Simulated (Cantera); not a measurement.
What does this Cantera script print?

```python
import numpy as np
import cantera as ct

gas = ct.Solution("gri30.yaml", transport_model="mixture-averaged")
show = ['H', 'OH', 'NH3']

rows = []
print(f"{'T/K':>7s}{'rho':>11s}{'cp':>10s}{'mu':>11s}{'lambda':>11s}{'Pr':>7s}" + "".join(f"{'D_' + s:>11s}" for s in show))
for T in [400, 600, 800, 1000, 1200, 1400, 1600]:
    gas.TPX = T, 14, {'CH3OH': 0.16, 'CH4': 0.22}
    Pr = gas.cp_mass * gas.viscosity / gas.thermal_conductivity
    D = [gas.mix_diff_coeffs_mole[gas.species_index(s)] for s in show]
    rows.append([gas.density, gas.cp_mass, gas.viscosity, gas.thermal_conductivity, Pr, *D])
    print(f"{T:7g}{gas.density:11.4e}{gas.cp_mass:10.1f}{gas.viscosity:11.4e}"
          f"{gas.thermal_conductivity:11.4e}{Pr:7.3f}" + "".join(f"{d:11.4e}" for d in D))
print("SI units: kg/m3, J/kg/K, Pa s, W/m/K, m2/s")
```

It prints:

```
    T/K        rho        cp         mu     lambda     Pr        D_H       D_OH      D_NH3
    400 9.5891e-05    1980.2 1.3864e-05 3.9582e-02  0.694 1.2531e+00 3.4735e-01 2.3373e-01
    600 6.3927e-05    2584.8 1.9807e-05 7.2698e-02  0.704 2.6004e+00 7.0805e-01 5.1116e-01
    800 4.7945e-05    3101.7 2.5084e-05 1.0948e-01  0.711 4.2987e+00 1.1597e+00 8.7267e-01
   1000 3.8356e-05    3528.2 2.9838e-05 1.4687e-01  0.717 6.3068e+00 1.6925e+00 1.3069e+00
   1200 3.1964e-05    3864.2 3.4188e-05 1.8367e-01  0.719 8.5974e+00 2.2996e+00 1.8061e+00
   1400 2.7397e-05    4133.2 3.8220e-05 2.1934e-01  0.720 1.1151e+01 2.9764e+00 2.3651e+00
   1600 2.3973e-05    4347.9 4.1999e-05 2.5364e-01  0.720 1.3954e+01 3.7191e+00 2.9798e+00
SI units: kg/m3, J/kg/K, Pa s, W/m/K, m2/s
```

Cantera simulation using GRI-Mech 3.0 (53 species, 325 reactions); the numbers are that mechanism's predictions, not measurements. Polar gases are described roughly by these parameters. The composition is frozen, though it would react at the higher temperatures.
